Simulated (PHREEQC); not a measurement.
Consider water at 25 °C with 68 mmol/kgw HF, 0.32 mmol/kgw (NH4)2SiF6 and 140 mmol/kgw HCl. Closed to the air; pH follows from the charge balance.

All values are PHREEQC results (ion-association model, phreeqc.dat), not measurements.

```tsv
quantity	before	after
pH	0.94	0.79
ionic strength (mol/kgw)	0.142	0.206
HF (mol/kgw)	0.0672	0.0148
F- (mol/kgw)	0.000552	9.00e-5
HF2- (mol/kgw)	0.000142	5.06e-6
```

Task: What was changed between the two runs?
A. HF left out
B. HF replaced by HBF4 at the same molality
C. diluted 100-fold with water
D. (NH4)2SiF6 replaced by NH4HSO4 at the same molality
E. HF replaced by NaHF2 at the same molality

Result: B, HF replaced by HBF4 at the same molality

No solid was allowed to form. SiF6-2 is the database's only silicon fluoride. Real BF4- forms and hydrolyses slowly; the run takes it at equilibrium.
